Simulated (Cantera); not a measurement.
Feed: 1 mol Si, 0.014 mol CO2, 300 mol N2, 0.014 mol N2O, at 1077 °C and 75.0 Torr.

Method: chemical equilibrium by Gibbs-energy minimisation in Cantera with the NASA 1993 tables (ideal gas, pure condensed phases). Candidate condensed phases: C, Si, SiC, SiO2, Si2N2O, Si3N4; 34 gas species. Mutual solubility and eutectic melting of coexisting phases are not modelled. The numbers say what is thermodynamically allowed, not how fast it happens.

Base state: N2 1.000, CO 2.23e-5 (mole fractions); condensed: C(graphite) + Si2N2O(s) + Si3N4(s).

### Question
What changes in the equilibrium state with this change: CO2 from 0.014 to 4.8 mol?

### Answer
| species | before | after |
|---|---|---|
| N2 | 1.000 | 0.984 |
| CO2 | <1e-9 | 0.00923 |
| CO | 2.23e-5 | 0.00652 |
| C(graphite), mol | 0.00731 | 0 |
| Si2N2O(s), mol | 0.0353 | 0 |
| Si3N4(s), mol | 0.310 | 0 |
| SiO2(β-quartz), mol | 0 | 1.00 |
The tables hold silica as quartz up to 1696 K and as liquid above; real silica turns to tridymite and cristobalite and melts near 1996 K.

### Question
What changes in the equilibrium state with this change: temperature from 1077 °C to 1327 °C?

### Answer
```csv
species,before,after
N2,1.000,1.000
CO,2.23e-5,4.68e-5
SiO,3.88e-9,1.21e-5
"C(graphite), mol",0.00731,0
"Si2N2O(s), mol",0.0353,0.0244
"Si3N4(s), mol",0.310,0.316
```
